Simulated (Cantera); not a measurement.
An adiabatic, constant-pressure homogeneous reactor starts with 5.00 % CH4, 20.0 % O2, 75.0 % N2, equivalence ratio 0.50, at 1475 K and 8.78 atm.

Model: GRI-Mech 3.0 (53 species, 325 reactions), integrated in Cantera.

Task: Predict: time of steepest temperature rise; temperature at 2.00 s; equilibrium temperature; x(O2) at 2.00 s; x(NO) at 2.00 s; x(CO2) at 2.00 s.

Result: 
```json
{
 "time_of_steepest_temperature_rise": "0.204 ms",
 "temperature at 2.00 s": "2438 K",
 "equilibrium_temperature": "2438 K",
 "x(O2) at 2.00 s": "0.0921 (gas-phase equilibrium 0.0921)",
 "x(NO) at 2.00 s": "0.0133 (gas-phase equilibrium 0.0133)",
 "x(CO2) at 2.00 s": "0.0484 (gas-phase equilibrium 0.0484)"
}
```
